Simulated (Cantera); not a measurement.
What does this Cantera script print?

```python
import numpy as np
import cantera as ct

gas_names = """
    Fe FeO Fe(OH)2 H HO2 H2 H2O H2O2 O OH O2 O3
""".split()
cond_names = """
    Fe(a) Fe(c) Fe(d) Fe(L) FeO(s) FeO(L) Fe(OH)2(s) Fe(OH)3(s) Fe2O3(s) Fe3O4(s) H2O(s) H2O(L)
""".split()


# ... load() reads the species with a 1 bar reference pressure and builds the phases ...
atoms = {
    'Fe2O3': {'Fe': 2, 'O': 3},
    'H2': {'H': 2},
}
top_T = {'Fe2O3(s)': 1830, 'Fe3O4(s)': 1870}  # K; cautious upper limits of use, not melting points


# ... equilibrate(T, P, feed) seeds the gas with the atoms and calls Mixture.equilibrate('TP', solver="vcs", rtol=1e-11, max_steps=5000) ...
results = []
T = 1075  # K
P = 410  # Pa
for m in [4.4, 6.7, 10, 15, 24, 36, 55, 83, 130, 190, 290, 450, 680]:
    feed = {'Fe2O3': 1, 'H2': m}  # mol
    mix = equilibrate(T, P, feed)
    results.append((T, P, feed, dict(zip(mix.species_names, mix.species_moles))))

top = {s: max(r[3][s] / sum(r[3][g] for g in gas_names) for r in results) for s in gas_names}
cols = sorted((s for s in top if top[s] > 0.0001), key=lambda s: -top[s])[:7]
seen = [c for c in cond_names if any(r[3].get(c, 0) > 1e-12 for r in results)]
print("log10 of partial pressures in bar; condensed amounts in mol")
print(f"{'n(H2)':>10s}" + "".join(f"{s[:9]:>10s}" for s in cols + seen))
for T, P, feed, n in results:
    ng = sum(n[g] for g in gas_names)
    print(f"{feed['H2']:10.4g}" + "".join(f"{np.log10(max(n[s] / ng * P / 1e5, 1e-99)):10.3f}" for s in cols)
          + "".join(f"{n.get(c, 0):10.4g}" for c in seen))
```

It prints:

```
log10 of partial pressures in bar; condensed amounts in mol
     n(H2)        H2       H2O     Fe(a)    FeO(s)
       4.4    -2.499    -3.031         0         2
       6.7    -2.471    -3.142     0.179     1.821
        10    -2.471    -3.142    0.7597      1.24
        15    -2.471    -3.142      1.64    0.3604
        24    -2.445    -3.290         2         0
        36    -2.425    -3.466         2         0
        55    -2.412    -3.650         2         0
        83    -2.403    -3.829         2         0
       130    -2.397    -4.024         2         0
       190    -2.394    -4.189         2         0
       290    -2.392    -4.372         2         0
       450    -2.390    -4.563         2         0
       680    -2.389    -4.743         2         0
```

These are equilibrium values from Cantera (NASA tables, ideal gas, pure condensed phases), not measurements of a reactor. Mutual solubility and eutectic melting of coexisting phases are not modelled. The tables' stoichiometric FeO is somewhat more stable than real wüstite, so its field is too wide. FeO: taken at fixed stoichiometry.
